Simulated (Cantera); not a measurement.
# Carbothermic reduction: CuO + CO + N2

Charge: 1 mol CuO, 11 mol CO, 1.6 mol N2, at 7.50 Torr.

These are equilibrium values from Cantera (NASA tables, ideal gas, pure condensed phases), not measurements of a reactor. Candidate condensed phases: C, Cu, CuO, Cu2O; 27 gas species. Equilibrium is a limit: real reactors are often held back by kinetics, nucleation or transport.

| T (K) | x CO | x N2 | x CO2 | x Cu | x Cu2 | n Cu(l) |
|---|---|---|---|---|---|---|
| 1400 | 0.794 | 0.127 | 0.0794 | 0.000135 | 2.63e-8 | 0.998 |
| 1450 | 0.793 | 0.127 | 0.0793 | 0.000344 | 9.64e-8 | 0.996 |
| 1500 | 0.793 | 0.127 | 0.0793 | 0.000822 | 3.22e-7 | 0.990 |
| 1550 | 0.792 | 0.127 | 0.0792 | 0.00186 | 9.94e-7 | 0.977 |
| 1600 | 0.790 | 0.126 | 0.0790 | 0.00398 | 2.85e-6 | 0.950 |
| 1650 | 0.787 | 0.126 | 0.0787 | 0.00812 | 7.62e-6 | 0.897 |
| 1700 | 0.781 | 0.125 | 0.0781 | 0.0159 | 1.92e-5 | 0.796 |
| 1750 | 0.770 | 0.123 | 0.0770 | 0.0299 | 4.58e-5 | 0.611 |
| 1800 | 0.751 | 0.120 | 0.0751 | 0.0541 | 0.000104 | 0.276 |
| 1850 | 0.735 | 0.118 | 0.0735 | 0.0733 | 0.000134 | 0 |
| 1900 | 0.735 | 0.118 | 0.0735 | 0.0733 | 9.59e-5 | 0 |
| 1950 | 0.735 | 0.118 | 0.0735 | 0.0734 | 6.99e-5 | 0 |
x: gas mole fraction; n: condensed amount in mol.

From 1400 K to 1800 K the condensed part is Cu(l). From 1850 K to 1950 K nothing is condensed. The main Cu-bearing gas is Cu throughout.
